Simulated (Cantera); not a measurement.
## Gas-phase reforming

An isothermal, constant-pressure homogeneous reactor starts with 66.2 % CH4, 23.8 % H2O, 9.93 % H2, at 1425 K and 9.20 bar.

Computed with Cantera and GRI-Mech 3.0 (53 species, 325 reactions). GRI-Mech 3.0 stops at C3 and has no aromatics, soot or wall deposition, so with more carbon than oxygen in the feed, carbon stays in small species such as C2H2 where larger ones or solid carbon would form.

```json
[
 {"t (s)": "0.00100", "x CH4": "0.662", "x H2O": "0.238", "x H2": "0.0997", "x C2H4": "4.41e-5", "x CH2": "4.46e-11", "x C2H": "<1e-12"},
 {"t (s)": "0.00422", "x CH4": "0.659", "x H2O": "0.238", "x H2": "0.101", "x C2H4": "0.000569", "x CH2": "6.68e-11", "x C2H": "<1e-12"},
 {"t (s)": "0.0178", "x CH4": "0.647", "x H2O": "0.237", "x H2": "0.110", "x C2H4": "0.00396", "x CH2": "7.79e-11", "x C2H": "2.57e-12"},
 {"t (s)": "0.0750", "x CH4": "0.598", "x H2O": "0.231", "x H2": "0.148", "x C2H4": "0.0125", "x CH2": "9.58e-11", "x C2H": "2.94e-11"},
 {"t (s)": "0.316", "x CH4": "0.479", "x H2O": "0.217", "x H2": "0.241", "x C2H4": "0.0357", "x CH2": "1.65e-10", "x C2H": "1.10e-10"},
 {"t (s)": "1.33", "x CH4": "0.440", "x H2O": "0.207", "x H2": "0.276", "x C2H4": "0.0435", "x CH2": "1.89e-10", "x C2H": "1.37e-10"},
 {"t (s)": "5.62", "x CH4": "0.438", "x H2O": "0.185", "x H2": "0.296", "x C2H4": "0.0375", "x CH2": "1.59e-10", "x C2H": "1.07e-10"},
 {"t (s)": "23.7", "x CH4": "0.421", "x H2O": "0.136", "x H2": "0.348", "x C2H4": "0.0251", "x CH2": "1.10e-10", "x C2H": "5.60e-11"},
 {"t (s)": "100", "x CH4": "0.372", "x H2O": "0.0746", "x H2": "0.432", "x C2H4": "0.0127", "x CH2": "6.91e-11", "x C2H": "2.03e-11"}
]
```
x: mole fraction; the columns are a selection and need not sum to one.

Equilibrium at this temperature and pressure: CH4 0.274, H2O 9.72e-5, H2 0.560, C2H4 0.00410, CH2 3.77e-11, C2H 4.47e-12 (gas phase only).
